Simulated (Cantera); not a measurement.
Feed: 1 mol SiCl₄, 0.018 mol Cl₂, a varied amount of H₂, equilibrated at 1450 °C and 133 Pa.

Equilibrium computed with Cantera from the NASA thermochemical tables; the gas is ideal and each condensed phase is pure. Candidate condensed phases: Si; 19 gas species. Gases not in the tables: Si₂H₆ and higher silanes. The numbers say what is thermodynamically allowed, not how fast it happens.

Question: Which condensed phases are stable at each of these points (n(H₂) (mol)): 3.4, 5.2, 7, 8.8, 11, 12, 14, 16, 18?

Answer: 
| n(H₂) (mol) | condensed phases | Si condensed (%) |
|---|---|---|
| 3.4 | gas only | 0.0 |
| 5.2 | gas only | 0.0 |
| 7 | gas only | 0.0 |
| 8.8 | gas only | 0.0 |
| 11 | gas only | 0.0 |
| 12 | gas only | 0.0 |
| 14 | gas only | 0.0 |
| 16 | gas only | 0.0 |
| 18 | Si(l) | 3.6 |

From 3.4 mol H₂ to 16 mol H₂ nothing is condensed. At 18 mol H₂ the condensed part is Si(l).
